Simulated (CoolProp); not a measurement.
Vapour-liquid equilibrium of isobutene (1) + n-butane (2) at 246.7 K; x and y are mole fractions of (1).

Values from CoolProp's multi-fluid Helmholtz-energy mixture model, Lemmon 2005 and Bücker 2006; pair parameters Bell 2016.

Task: Give the bubble pressure and the first vapour's composition at x = 0.05, 0.85, 0.95. Is there an azeotrope?

Result: x = 0.05: 0.3422 bar, y = 0.069; x = 0.85: 0.4281 bar, y = 0.877; x = 0.95: 0.4371 bar, y = 0.959. No azeotrope shows between x = 0.05 and 0.95.

Pair parameters are fitted to limited data, so mixtures are less certain than the pure fluids.
